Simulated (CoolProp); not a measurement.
Vapour-liquid equilibrium of CHF3 (R23) (1) + R152A (2) at -8.85 °C; x and y are mole fractions of (1).

Model: multi-fluid Helmholtz-energy mixture model, Penoncello 2003 and Outcalt 1996; pair parameters Bell 2016, in CoolProp.

```tsv
x	bubble pressure, mixture model (MPa)	bubble pressure, Raoult's law (MPa)	y, mixture model	y, Raoult's law
0.05	0.2566	0.2778	0.281	0.351
0.15	0.3974	0.4537	0.566	0.644
0.25	0.5473	0.6296	0.709	0.774
0.35	0.7057	0.8055	0.795	0.847
0.45	0.8720	0.9815	0.853	0.894
0.55	1.046	1.157	0.894	0.926
0.65	1.227	1.333	0.925	0.950
0.75	1.416	1.509	0.950	0.969
0.85	1.616	1.685	0.971	0.983
0.95	1.832	1.861	0.990	0.995
```

The largest gap from Raoult's law is -13.1 % in bubble pressure, at x = 0.25. No azeotrope shows between x = 0.05 and 0.95.

Pair parameters are fitted to limited data, so mixtures are less certain than the pure fluids.
